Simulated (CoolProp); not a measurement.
Sulfur dioxide along the isobar 10.6 MPa: density (kg/m³) from the reference equation and from simpler models built on Tc = 430.6 K, pc = 7.887 MPa, ω = 0.256; each cubic takes its own stable root.

The numbers come from the reference Helmholtz-energy equation of state, Gao 2016 in CoolProp.

```
T (K)          phase  reference
-----  -------------  ---------
358.8         liquid       1211
371.6         liquid       1167
384.3         liquid       1118
397.1         liquid       1064
409.9         liquid      999.7
422.7         liquid      920.3
435.5  supercritical      807.8
448.3  supercritical      582.9
461.1  supercritical      373.2
473.9  supercritical      301.8
486.6  supercritical      264.2
499.4  supercritical      239.2
512.2  supercritical      220.8
525    supercritical      206.3
```

How far does each simpler model (van der Waals, Peng-Robinson) lie from the reference over these 14 states: mean and median of the absolute difference, and the worst?


- van der Waals: mean 22.9 %, median 21.9 %, worst -37.8 % at 358.8 K and 10.6 MPa
- Peng-Robinson: mean 3.4 %, median 1.7 %, worst -10.8 % at 435.5 K and 10.6 MPa
